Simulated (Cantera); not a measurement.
A perfectly stirred reactor is fed with CH4 : H2 = 0.027 : 1 (molar parts), at 10.00 Torr; it is held at 1573 K, and followed from long to short residence time.

Computed with Cantera and GRI-Mech 3.0 (53 species, 325 reactions). GRI-Mech 3.0 stops at C3 and has no aromatics, soot or wall deposition, so with more carbon than oxygen in the feed, carbon stays in small species such as C2H2 where larger ones or solid carbon would form. Radical loss at walls, strong at low pressure, is not modelled.

Problem. What does this change do: pressure from 10.00 Torr to 20.0 Torr?

Solution. 
| quantity | before | after |
|---|---|---|
| x(CH4) at τ = 23.0 s | 0.0121 | 0.0113 |
| x(H2) at τ = 23.0 s | 0.981 | 0.981 |
| x(C2H6) at τ = 23.0 s | 2.94e-7 | 2.66e-7 |
| x(C2H4) at τ = 23.0 s | 2.01e-5 | 3.23e-5 |
| x(CH3) at τ = 23.0 s | 7.87e-5 | 5.39e-5 |
| x(CH4) at τ = 66.0 ms | 0.0262 | 0.0262 |
| x(H2) at τ = 66.0 ms | 0.974 | 0.974 |
| x(C2H6) at τ = 66.0 ms | 1.36e-7 | 4.82e-7 |
| x(C2H4) at τ = 66.0 ms | 2.62e-6 | 8.51e-6 |
| x(CH3) at τ = 66.0 ms | 3.97e-5 | 6.14e-5 |

Problem. What does this change do: temperature 1573 to 1750 K?

Solution. 
```tsv
quantity	before	after
x(CH4) at τ = 23.0 s	0.0121	0.00265
x(H2) at τ = 23.0 s	0.981	0.984
x(C2H6) at τ = 23.0 s	2.94e-7	3.39e-8
x(C2H4) at τ = 23.0 s	2.01e-5	6.09e-6
x(CH3) at τ = 23.0 s	7.87e-5	0.000103
x(CH4) at τ = 66.0 ms	0.0262	0.0244
x(H2) at τ = 66.0 ms	0.974	0.974
x(C2H6) at τ = 66.0 ms	1.36e-7	1.09e-6
x(C2H4) at τ = 66.0 ms	2.62e-6	4.07e-5
x(CH3) at τ = 66.0 ms	3.97e-5	0.000456
```

Problem. What does this change do: temperature 1573 to 2023 K?

Solution. 
| quantity | before | after |
|---|---|---|
| x(CH4) at τ = 23.0 s | 0.0121 | 0.000221 |
| x(H2) at τ = 23.0 s | 0.981 | 0.972 |
| x(C2H6) at τ = 23.0 s | 2.94e-7 | 6.13e-10 |
| x(C2H4) at τ = 23.0 s | 2.01e-5 | 1.05e-6 |
| x(CH3) at τ = 23.0 s | 7.87e-5 | 6.85e-5 |
| x(CH4) at τ = 66.0 ms | 0.0262 | 0.00968 |
| x(H2) at τ = 66.0 ms | 0.974 | 0.975 |
| x(C2H6) at τ = 66.0 ms | 1.36e-7 | 5.18e-7 |
| x(C2H4) at τ = 66.0 ms | 2.62e-6 | 3.04e-5 |
| x(CH3) at τ = 66.0 ms | 3.97e-5 | 0.00130 |
